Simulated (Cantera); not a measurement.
Cantera run, input and output.

```python
import numpy as np
import cantera as ct

gas = ct.Solution("h2o2.yaml")
gas.TPX = 1025, 13332, {'H2': 1.7, 'O2': 1, 'N2': 11}
reactor = ct.IdealGasConstPressureReactor(gas, energy="off", clone=False)
net = ct.ReactorNet([reactor])
net.rtol, net.atol = 1e-08, 1e-18
show = ['H2', 'O2', 'O', 'H2O2', 'H2O', 'H', 'OH']
times = np.geomspace(6e-06, 100, 9)

steps = ct.SolutionArray(gas, extra=["t"])
rows = []
print(f"{'t/s':>10s}{'T/K':>9s}{'P/Pa':>11s}" + "".join(f"{s:>11s}" for s in show))
for t in times:
    while net.time < t:
        t_next = net.step()
        steps.append(gas.state, t=t_next)
    rows.append([np.interp(t, steps.t, y) for y in (steps.T, steps.P, *steps(*show).X.T)])
    print(f"{t:10.3e}{rows[-1][0]:9.1f}{rows[-1][1]:11.4g}" + "".join(f"{x:11.3e}" for x in rows[-1][2:]))
rate = np.gradient(steps.T, steps.t)
print("integrator steps:", len(steps.t))
if steps.T.max() > steps.T[0] + 200:
    print(f"time of steepest temperature rise: {steps.t[rate.argmax()]:.4e} s")
gas.TPX = 1025, 13332, {'H2': 1.7, 'O2': 1, 'N2': 11}
gas.equilibrate("TP")
print(f"equilibrium (TP): T = {gas.T:.1f} K  " + "  ".join(f"{s} {gas[s].X[0]:.3e}" for s in show))
```

Output:

```
       t/s      T/K       P/Pa         H2         O2          O       H2O2        H2O          H         OH
 6.000e-06   1025.0  1.333e+04  1.241e-01  7.299e-02  1.878e-13  5.303e-16  8.417e-14  1.014e-11  1.398e-13
 4.796e-05   1025.0  1.333e+04  1.241e-01  7.299e-02  7.478e-12  3.423e-14  1.688e-11  8.973e-11  3.138e-12
 3.834e-04   1025.0  1.333e+04  1.241e-01  7.299e-02  7.041e-10  2.852e-12  6.488e-09  5.946e-09  2.571e-10
 3.064e-03   1025.0  1.333e+04  1.228e-02  2.219e-02  2.705e-03  2.869e-07  1.033e-01  2.523e-02  1.056e-03
 2.449e-02   1025.0  1.333e+04  3.891e-04  1.184e-02  3.840e-05  4.248e-07  1.318e-01  7.119e-05  1.031e-04
 1.958e-01   1025.0  1.333e+04  6.242e-06  1.167e-02  5.591e-07  5.645e-08  1.323e-01  1.405e-07  1.266e-05
 1.565e+00   1025.0  1.333e+04  1.466e-07  1.167e-02  2.319e-08  3.974e-09  1.323e-01  9.227e-10  2.649e-06
 1.251e+01   1025.0  1.333e+04  1.117e-08  1.167e-02  2.159e-09  4.167e-10  1.323e-01  2.424e-11  8.063e-07
 1.000e+02   1025.0  1.333e+04  1.394e-09  1.167e-02  2.712e-10  5.448e-11  1.323e-01  1.111e-12  2.854e-07
integrator steps: 2402
equilibrium (TP): T = 1025.0 K  H2 6.105e-10  O2 1.167e-02  O 9.828e-11  H2O2 2.009e-11  H2O 1.323e-01  H 2.968e-13  OH 1.717e-07
```

Model: the H2/O2 subset of GRI-Mech 3.0, which has no nitrogen chemistry, integrated in Cantera. Radical loss at walls, strong at low pressure, is not modelled. The temperature is held fixed by assumption; the heat of reaction is taken as removed at once.
